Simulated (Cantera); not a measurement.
Cantera run, input and output.

```python
import numpy as np
import cantera as ct

gas = ct.Solution("gri30.yaml")
gas.TPX = 1175, 79000, {'N2O': 1, 'N2': 1.1}
reactor = ct.IdealGasConstPressureReactor(gas, energy="off", clone=False)
net = ct.ReactorNet([reactor])
net.rtol, net.atol = 1e-08, 1e-18
show = ['N2O', 'NO', 'NO2', 'N2', 'O2']
times = np.geomspace(5e-06, 70, 15)

steps = ct.SolutionArray(gas, extra=["t"])
rows = []
print(f"{'t/s':>10s}{'T/K':>9s}{'P/Pa':>11s}" + "".join(f"{s:>11s}" for s in show))
for t in times:
    while net.time < t:
        t_next = net.step()
        steps.append(gas.state, t=t_next)
    rows.append([np.interp(t, steps.t, y) for y in (steps.T, steps.P, *steps(*show).X.T)])
    print(f"{t:10.3e}{rows[-1][0]:9.1f}{rows[-1][1]:11.4g}" + "".join(f"{x:11.3e}" for x in rows[-1][2:]))
rate = np.gradient(steps.T, steps.t)
print("integrator steps:", len(steps.t))
if steps.T.max() > steps.T[0] + 200:
    print(f"time of steepest temperature rise: {steps.t[rate.argmax()]:.4e} s")
gas.TPX = 1175, 79000, {'N2O': 1, 'N2': 1.1}
gas.equilibrate("TP")
print(f"equilibrium (TP): T = {gas.T:.1f} K  " + "  ".join(f"{s} {gas[s].X[0]:.3e}" for s in show))
```

It prints:

```
       t/s      T/K       P/Pa        N2O         NO        NO2         N2         O2
 5.000e-06   1175.0    7.9e+04  4.762e-01  8.582e-09  1.094e-15  5.238e-01  4.088e-08
 1.620e-05   1175.0    7.9e+04  4.762e-01  7.392e-08  8.061e-14  5.238e-01  3.521e-07
 5.246e-05   1175.0    7.9e+04  4.762e-01  4.673e-07  3.214e-12  5.238e-01  2.226e-06
 1.699e-04   1175.0    7.9e+04  4.762e-01  1.979e-06  5.752e-11  5.238e-01  9.424e-06
 5.505e-04   1175.0    7.9e+04  4.761e-01  6.907e-06  6.976e-10  5.239e-01  3.290e-05
 1.783e-03   1175.0    7.9e+04  4.759e-01  2.286e-05  7.530e-09  5.240e-01  1.089e-04
 5.776e-03   1175.0    7.9e+04  4.752e-01  7.442e-05  7.566e-08  5.244e-01  3.548e-04
 1.871e-02   1175.0    7.9e+04  4.730e-01  2.403e-04  6.741e-07  5.256e-01  1.148e-03
 6.060e-02   1175.0    7.9e+04  4.661e-01  7.679e-04  4.505e-06  5.294e-01  3.683e-03
 1.963e-01   1175.0    7.9e+04  4.446e-01  2.392e-03  1.946e-05  5.415e-01  1.155e-02
 6.358e-01   1175.0    7.9e+04  3.836e-01  6.896e-03  6.168e-05  5.756e-01  3.390e-02
 2.060e+00   1175.0    7.9e+04  2.494e-01  1.613e-02  1.488e-04  6.509e-01  8.338e-02
 6.671e+00   1175.0    7.9e+04  8.322e-02  2.511e-02  2.358e-04  7.455e-01  1.459e-01
 2.161e+01   1175.0    7.9e+04  6.689e-03  2.672e-02  2.769e-04  7.903e-01  1.760e-01
 7.000e+01   1175.0    7.9e+04  6.189e-06  2.653e-02  4.132e-04  7.944e-01  1.787e-01
integrator steps: 1262
equilibrium (TP): T = 1175.0 K  N2O 1.004e-08  NO 1.567e-04  NO2 2.538e-06  N2 8.076e-01  O2 1.922e-01
```

Detailed kinetics in Cantera: GRI-Mech 3.0 (53 species, 325 reactions). GRI-Mech 3.0 was tuned for natural gas; its chemistry of N2O as a main component is partial and can be far from experiment. The mechanism lacks the step 2 NO + O2 → 2 NO2, which can matter for NO2 below about 1400 K. The temperature is held fixed by assumption; the heat of reaction is taken as removed at once.
